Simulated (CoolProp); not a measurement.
Aqueous ethylene glycol as a coolant, 21 % by mass, freezing at -8.5 °C, 1 atm.

Values from CoolProp's Melinder's fits for secondary coolants.

```
T (°C)  Prandtl number  conductivity (W/(m K))  viscosity (mPa s)  density (kg/m³)
------  --------------  ----------------------  -----------------  ---------------
-6.5              34.1                   0.472               4.21             1032
-1.6              27.9                   0.478               3.48             1031
3.4               23.0                   0.484               2.90             1030
8.3               19.3                   0.490               2.45             1029
13.2              16.3                   0.496               2.09             1028
18.2              13.9                   0.501               1.80             1026
23.1              12.0                   0.507               1.57             1024
28                10.5                   0.512               1.38             1023
32.9              9.21                   0.517               1.22             1021
```
